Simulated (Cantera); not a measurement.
Charge: 1 mol TiO2, 0.68 mol CH4, 0.75 mol CO, equilibrated at 1300 °C and 1330 Pa.

Equilibrium computed with Cantera from the NASA thermochemical tables; the gas is ideal and each condensed phase is pure. Candidate condensed phases: C, C6H6, C7H8, C8H18, H2O, Ti, TiC, TiO, TiO2, Ti2O3, Ti3O5, Ti4O7; 113 gas species. Mutual solubility and eutectic melting of coexisting phases are not modelled. TiC: taken at fixed stoichiometry. Rates play no part.

Base state: H2 0.500, CO 0.500, H 0.000249, H2O 5.56e-5, CO2 1.92e-5 (mole fractions); condensed: TiC(s) + Ti2O3(s).

Q: What changes in the equilibrium state with this change: 1.6 mol CO2 added?

A: 
```json
[
 {"species": "CO", "before": "0.500", "after": "0.586"},
 {"species": "H2", "before": "0.500", "after": "0.204"},
 {"species": "H2O", "before": "5.56e-5", "after": "0.105"},
 {"species": "CO2", "before": "1.92e-5", "after": "0.104"},
 {"species": "H", "before": "0.000249", "after": "0.000159"},
 {"species": "TiC(s), mol", "before": "0.0721", "after": "0"},
 {"species": "Ti2O3(s), mol", "before": "0.464", "after": "0"},
 {"species": "TiO2(rutile), mol", "before": "0", "after": "1.00"}
]
```
